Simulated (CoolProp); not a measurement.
Vapour pressure (kPa) of dimethyl carbonate: the reference equation beside estimates from Tc = 557.0 K, pc = 4909 kPa, ω = 0.346. Clausius-Clapeyron is anchored at 402.6 K with a constant enthalpy of vaporisation of 31.23 kJ/mol.

The numbers come from the reference Helmholtz-energy equation of state, Zhou 2011 in CoolProp.

```json
[
 {"T (K)": "383.6", "reference": "186.1", "Lee-Kesler": "185.4", "Clausius-Clapeyron": "193.8", "van der Waals": "905.1", "Soave-Redlich-Kwong": "185.3", "Peng-Robinson": "185.5"},
 {"T (K)": "389.9", "reference": "221.2", "Lee-Kesler": "221.3", "Clausius-Clapeyron": "227.1", "van der Waals": "984.0", "Soave-Redlich-Kwong": "221.1", "Peng-Robinson": "220.8"},
 {"T (K)": "396.2", "reference": "261.4", "Lee-Kesler": "262.4", "Clausius-Clapeyron": "264.6", "van der Waals": "1067", "Soave-Redlich-Kwong": "262.1", "Peng-Robinson": "261.2"},
 {"T (K)": "402.6", "reference": "307.7", "Lee-Kesler": "309.9", "Clausius-Clapeyron": "307.7", "van der Waals": "1156", "Soave-Redlich-Kwong": "309.6", "Peng-Robinson": "308.0"},
 {"T (K)": "408.9", "reference": "359.2", "Lee-Kesler": "362.8", "Clausius-Clapeyron": "355.3", "van der Waals": "1249", "Soave-Redlich-Kwong": "362.7", "Peng-Robinson": "360.2"},
 {"T (K)": "415.3", "reference": "418.2", "Lee-Kesler": "423.4", "Clausius-Clapeyron": "409.3", "van der Waals": "1347", "Soave-Redlich-Kwong": "423.4", "Peng-Robinson": "419.9"},
 {"T (K)": "421.6", "reference": "483.1", "Lee-Kesler": "490.2", "Clausius-Clapeyron": "468.5", "van der Waals": "1449", "Soave-Redlich-Kwong": "490.6", "Peng-Robinson": "486.0"},
 {"T (K)": "428", "reference": "556.7", "Lee-Kesler": "566.0", "Clausius-Clapeyron": "535.3", "van der Waals": "1558", "Soave-Redlich-Kwong": "567.0", "Peng-Robinson": "561.0"},
 {"T (K)": "434.3", "reference": "637.2", "Lee-Kesler": "648.9", "Clausius-Clapeyron": "607.9", "van der Waals": "1669", "Soave-Redlich-Kwong": "650.6", "Peng-Robinson": "643.2"},
 {"T (K)": "440.7", "reference": "727.8", "Lee-Kesler": "742.1", "Clausius-Clapeyron": "689.3", "van der Waals": "1788", "Soave-Redlich-Kwong": "744.9", "Peng-Robinson": "735.9"},
 {"T (K)": "447", "reference": "826.2", "Lee-Kesler": "843.2", "Clausius-Clapeyron": "777.2", "van der Waals": "1909", "Soave-Redlich-Kwong": "847.5", "Peng-Robinson": "836.7"},
 {"T (K)": "453.4", "reference": "936.1", "Lee-Kesler": "956.2", "Clausius-Clapeyron": "875.1", "van der Waals": "2038", "Soave-Redlich-Kwong": "962.3", "Peng-Robinson": "949.6"},
 {"T (K)": "459.7", "reference": "1055", "Lee-Kesler": "1078", "Clausius-Clapeyron": "980.3", "van der Waals": "2170", "Soave-Redlich-Kwong": "1086", "Peng-Robinson": "1072"}
]
```

Absolute difference from the reference over all 13 rows, mean and median: Lee-Kesler 1.3 and 1.5 %, Clausius-Clapeyron 3.7 and 3.8 %, van der Waals 217.4 and 199.9 %, Soave-Redlich-Kwong 1.5 and 1.6 %, Peng-Robinson 0.7 and 0.6 %.
